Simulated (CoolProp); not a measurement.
Ethylbenzene along the isotherm 620 K: Z from the reference equation and from simpler models built on Tc = 617.1 K, pc = 3.622 MPa, ω = 0.304; each cubic takes its own stable root.

Model: reference Helmholtz-energy equation of state, Zhou 2012, in CoolProp.

```tsv
p (MPa)	phase	reference
0.0286	gas	0.9972
0.0543	gas	0.9947
0.103	gas	0.9899
0.195	gas	0.9808
0.37	gas	0.9632
0.701	gas	0.9288
1.33	gas	0.8587
2.52	gas	0.6954
4.78	supercritical	0.2161
9.06	supercritical	0.3509
```

**Question.** How far does each simpler model (van der Waals, Redlich-Kwong, Soave-Redlich-Kwong, Peng-Robinson) lie from the reference over these 10 states: mean and median of the absolute difference, and the worst?

**Answer.** 
- van der Waals: mean 10.7 %, median 0.9 %, worst +50.2 % at 620 K and 4.78 MPa
- Redlich-Kwong: mean 4.8 %, median 0.3 %, worst +26.4 % at 620 K and 4.78 MPa
- Soave-Redlich-Kwong: mean 4.9 %, median 0.3 %, worst +27.2 % at 620 K and 4.78 MPa
- Peng-Robinson: mean 2.4 %, median 0.3 %, worst +15.1 % at 620 K and 4.78 MPa
